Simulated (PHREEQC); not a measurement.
A solution holds 0.0011 mol/kgw MgCl2, 0.00043 mol/kgw Na2SO4 and 6.8e-07 mol/kgw H4SiO4, at 25 °C. Closed to the air; pH follows from the charge balance.

The numbers come from PHREEQC with the ion-association model, phreeqc.dat.

**Question.** The ionic strength comes out as 0.00438 mol/kgw. What activity coefficients do Cl-, SO4-2, Na+, NaSO4-, Mg+2 get?

**Answer.** Cl- 0.93, SO4-2 0.76, Na+ 0.93, NaSO4- 0.93, Mg+2 0.76.

No solid was allowed to form. Complexes and solids missing from the database can't appear.
